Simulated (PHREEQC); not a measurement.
Solution (7.7 °C): 0.0019 mol Al2(SO4)3, 0.005 mol HCl and 3.5e-05 mol Na2SO4 per kg of water. Closed to the air; pH follows from the charge balance.

All values are PHREEQC results (ion-association model, phreeqc.dat), not measurements.

Each row changes one thing in this solution. Precipitation was switched off in this run.

```csv
case,pH,ionic strength (mol/kgw),SO4-2 (mol/kgw),HSO4- (mol/kgw)
as made,2.40,0.0177,0.00268,0.000509
diluted 2-fold with water,2.67,0.00981,0.00157,0.000171
diluted 5-fold with water,3.04,0.00452,0.000751,3.78e-5
Na2SO4 replaced by CuSO4 at the same molality,2.40,0.0177,0.00267,0.000508
temperature from 7.7 to 60 °C,[?],[?],0.00192,0.00106
Al2(SO4)3 left out,2.33,0.00509,[?],7.16e-6
```

Problem. Complete the blanks.

Solution. 
- temperature from 7.7 to 60 °C, pH: 2.45
- temperature from 7.7 to 60 °C, ionic strength (mol/kgw): 0.0154
- Al2(SO4)3 left out, SO4-2 (mol/kgw): 2.78e-5

At this temperature some constants are extrapolated from 25 °C, and those without enthalpy data are left unchanged.
